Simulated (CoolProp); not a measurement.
Methane along the isotherm 202.7 K: fugacity coefficient from the reference equation and from simpler models built on Tc = 190.6 K, pc = 45.99 bar, ω = 0.011; each cubic takes its own stable root.

The numbers come from the reference Helmholtz-energy equation of state, Setzmann 1991 in CoolProp.

```json
[
 {"p (bar)": "0.218", "phase": "gas", "reference": "0.9987", "van der Waals": "0.9988", "Redlich-Kwong": "0.9987", "Soave-Redlich-Kwong": "0.9987", "Peng-Robinson": "0.9985"},
 {"p (bar)": "0.34", "phase": "gas", "reference": "0.9979", "van der Waals": "0.9981", "Redlich-Kwong": "0.9979", "Soave-Redlich-Kwong": "0.9979", "Peng-Robinson": "0.9976"},
 {"p (bar)": "0.529", "phase": "gas", "reference": "0.9968", "van der Waals": "0.9971", "Redlich-Kwong": "0.9967", "Soave-Redlich-Kwong": "0.9967", "Peng-Robinson": "0.9963"},
 {"p (bar)": "0.824", "phase": "gas", "reference": "0.9950", "van der Waals": "0.9954", "Redlich-Kwong": "0.9949", "Soave-Redlich-Kwong": "0.9949", "Peng-Robinson": "0.9943"},
 {"p (bar)": "1.28", "phase": "gas", "reference": "0.9923", "van der Waals": "0.9929", "Redlich-Kwong": "0.9921", "Soave-Redlich-Kwong": "0.9921", "Peng-Robinson": "0.9911"},
 {"p (bar)": "2", "phase": "gas", "reference": "0.9879", "van der Waals": "0.9889", "Redlich-Kwong": "0.9876", "Soave-Redlich-Kwong": "0.9877", "Peng-Robinson": "0.9861"},
 {"p (bar)": "3.11", "phase": "gas", "reference": "0.9813", "van der Waals": "0.9828", "Redlich-Kwong": "0.9808", "Soave-Redlich-Kwong": "0.9808", "Peng-Robinson": "0.9784"},
 {"p (bar)": "4.84", "phase": "gas", "reference": "0.9709", "van der Waals": "0.9732", "Redlich-Kwong": "0.9702", "Soave-Redlich-Kwong": "0.9702", "Peng-Robinson": "0.9666"},
 {"p (bar)": "7.54", "phase": "gas", "reference": "0.9548", "van der Waals": "0.9583", "Redlich-Kwong": "0.9538", "Soave-Redlich-Kwong": "0.9538", "Peng-Robinson": "0.9482"},
 {"p (bar)": "11.7", "phase": "gas", "reference": "0.9302", "van der Waals": "0.9354", "Redlich-Kwong": "0.9287", "Soave-Redlich-Kwong": "0.9287", "Peng-Robinson": "0.9203"},
 {"p (bar)": "18.3", "phase": "gas", "reference": "0.8915", "van der Waals": "0.8992", "Redlich-Kwong": "0.8893", "Soave-Redlich-Kwong": "0.8894", "Peng-Robinson": "0.8769"},
 {"p (bar)": "28.5", "phase": "gas", "reference": "0.8324", "van der Waals": "0.8434", "Redlich-Kwong": "0.8296", "Soave-Redlich-Kwong": "0.8297", "Peng-Robinson": "0.8120"},
 {"p (bar)": "44.3", "phase": "gas", "reference": "0.7416", "van der Waals": "0.7554", "Redlich-Kwong": "0.7385", "Soave-Redlich-Kwong": "0.7387", "Peng-Robinson": "0.7152"},
 {"p (bar)": "69", "phase": "supercritical", "reference": "0.5944", "van der Waals": "0.6058", "Redlich-Kwong": "0.5954", "Soave-Redlich-Kwong": "0.5959", "Peng-Robinson": "0.5695"}
]
```
